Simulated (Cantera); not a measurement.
**Sublimation and decomposition of ceramics: Si3N4 + C + N2**

Feed: 1 mol Si3N4, 0.28 mol C, 0.013 mol N2, equilibrated at 2675 °C and 22.0 Pa.

Cantera equilibrium calculation (NASA polynomials, part measured and part estimated; ideal gas, pure solids and liquids). Candidate condensed phases: C, Si, SiC, Si3N4; 20 gas species. The tables' values for SiN are old estimates; treat these amounts as uncertain. Rates play no part.

```
Item                                        Value
--------------------------------------  ---------
x(Si)                                       0.574
x(N2)                                       0.384
x(C)                                       0.0181
x(CN)                                      0.0131
x(SiC2)                                   0.00738
x(C3)                                     0.00177
x(C2)                                     0.00137
x(N)                                     0.000414
x(SiN)                                   0.000300
gas amount                              5.156 mol
log10 activity of C(graphite) (absent)      -0.89
log10 activity of Si(l) (absent)            -2.81
```
